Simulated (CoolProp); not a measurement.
Properties of ethanol along the isotherm 456.7 K.

Values from CoolProp's reference Helmholtz-energy equation of state, Schroeder 2014.

```csv
p (MPa),phase,viscosity (µPa s),conductivity (mW/(m K))
0.979,gas,13.6,34.8
1.96,gas,13.7,38.4
2.94,liquid,115,138
3.92,liquid,117,139
4.9,liquid,120,139
5.88,liquid,123,140
6.86,liquid,125,141
7.83,liquid,127,141
8.81,liquid,130,142
9.79,liquid,132,143
10.8,liquid,134,144
11.8,liquid,136,144
12.7,liquid,138,145
13.7,liquid,140,145
14.7,liquid,142,146
15.7,liquid,144,147
```

Viscosity comes from a separate model (Kiselev 2005). Thermal conductivity comes from a separate model (Assael 2013).
